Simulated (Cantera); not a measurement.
An adiabatic, constant-volume homogeneous reactor starts with CH4 : O2 : N2 = 1 : 5.41 : 20.3 (molar parts), at 1600 K and 760 Torr. Integrator tolerance rtol = 1e-08.

Detailed kinetics in Cantera: GRI-Mech 3.0 (53 species, 325 reactions).

**Question.** What does this change do: pressure from 760 Torr to 7500 Torr?

**Answer.** 
```tsv
quantity	before	after
time of steepest temperature rise	0.374 ms	56.4 µs
temperature at 0.400 s	2457 K	2502 K
equilibrium temperature	2457 K	2502 K
x(CH4) at 0.400 s	<1e-12 (gas-phase equilibrium <1e-12)	<1e-12 (gas-phase equilibrium <1e-12)
x(O2) at 0.400 s	0.117 (gas-phase equilibrium 0.117)	0.118 (gas-phase equilibrium 0.118)
x(CH2O) at 0.400 s	1.17e-12 (gas-phase equilibrium 1.17e-12)	2.01e-12 (gas-phase equilibrium 2.01e-12)
x(CO2) at 0.400 s	0.0348 (gas-phase equilibrium 0.0348)	0.0363 (gas-phase equilibrium 0.0363)
x(CO) at 0.400 s	0.00239 (gas-phase equilibrium 0.00239)	0.00100 (gas-phase equilibrium 0.00100)
```

**Question.** What does this change do: CH4 1 to 1.9 parts?

**Answer.** 
| quantity | before | after |
|---|---|---|
| time of steepest temperature rise | 0.374 ms | 0.409 ms |
| temperature at 0.400 s | 2457 K | 2799 K |
| equilibrium temperature | 2457 K | 2799 K |
| x(CH4) at 0.400 s | <1e-12 (gas-phase equilibrium <1e-12) | <1e-12 (gas-phase equilibrium <1e-12) |
| x(O2) at 0.400 s | 0.117 (gas-phase equilibrium 0.117) | 0.0539 (gas-phase equilibrium 0.0539) |
| x(CH2O) at 0.400 s | 1.17e-12 (gas-phase equilibrium 1.17e-12) | 1.25e-10 (gas-phase equilibrium 1.25e-10) |
| x(CO2) at 0.400 s | 0.0348 (gas-phase equilibrium 0.0348) | 0.0450 (gas-phase equilibrium 0.0450) |
| x(CO) at 0.400 s | 0.00239 (gas-phase equilibrium 0.00239) | 0.0218 (gas-phase equilibrium 0.0218) |
